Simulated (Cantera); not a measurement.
A perfectly stirred reactor is fed with 2.33 % C2H4, 0.311 % O2, 97.2 % N2, 0.136 % CH4, equivalence ratio 23, at 101000 Pa; it is held at 1575 K, and followed from long to short residence time.

Model: GRI-Mech 3.0 (53 species, 325 reactions), integrated in Cantera. GRI-Mech 3.0 was tuned for natural gas; its chemistry of ethylene as a main component is partial and can be far from experiment. GRI-Mech 3.0 stops at C3 and has no aromatics, soot or wall deposition, so with more carbon than oxygen in the feed, carbon stays in small species such as C2H2 where larger ones or solid carbon would form.

x: mole fraction; the columns are a selection and need not sum to one.

```json
[
 {"τ (s)": "0.41", "x C2H4": "0.000243", "x O2": "7.51e-5", "x HCO": "2.50e-10", "x CH4": "0.00160", "x CH2O": "1.31e-7", "x CH3": "1.88e-5"},
 {"τ (s)": "0.23", "x C2H4": "0.000332", "x O2": "0.000108", "x HCO": "4.29e-10", "x CH4": "0.00163", "x CH2O": "2.05e-7", "x CH3": "2.32e-5"},
 {"τ (s)": "0.13", "x C2H4": "?", "x O2": "?", "x HCO": "7.59e-10", "x CH4": "0.00164", "x CH2O": "?", "x CH3": "?"},
 {"τ (s)": "0.071", "x C2H4": "0.000643", "x O2": "0.000209", "x HCO": "1.43e-9", "x CH4": "0.00164", "x CH2O": "5.02e-7", "x CH3": "3.58e-5"},
 {"τ (s)": "0.040", "x C2H4": "?", "x O2": "?", "x HCO": "?", "x CH4": "0.00164", "x CH2O": "?", "x CH3": "?"},
 {"τ (s)": "0.022", "x C2H4": "0.00128", "x O2": "0.000379", "x HCO": "5.21e-9", "x CH4": "0.00164", "x CH2O": "1.27e-6", "x CH3": "5.47e-5"},
 {"τ (s)": "0.012", "x C2H4": "0.00184", "x O2": "0.000503", "x HCO": "1.04e-8", "x CH4": "0.00164", "x CH2O": "2.10e-6", "x CH3": "6.74e-5"},
 {"τ (s)": "0.0069", "x C2H4": "0.00259", "x O2": "0.000641", "x HCO": "1.96e-8", "x CH4": "0.00164", "x CH2O": "3.37e-6", "x CH3": "8.08e-5"},
 {"τ (s)": "0.0039", "x C2H4": "0.00371", "x O2": "0.000811", "x HCO": "3.76e-8", "x CH4": "0.00163", "x CH2O": "5.51e-6", "x CH3": "9.62e-5"}
]
```

Question: Complete the blanks.

Answer: 
- 0.13, x C2H4: 0.000456
- 0.13, x O2: 0.000150
- 0.13, x CH2O: 3.16e-7
- 0.13, x CH3: 2.87e-5
- 0.040, x C2H4: 0.000896
- 0.040, x O2: 0.000282
- 0.040, x HCO: 2.67e-9
- 0.040, x CH2O: 7.86e-7
- 0.040, x CH3: 4.41e-5
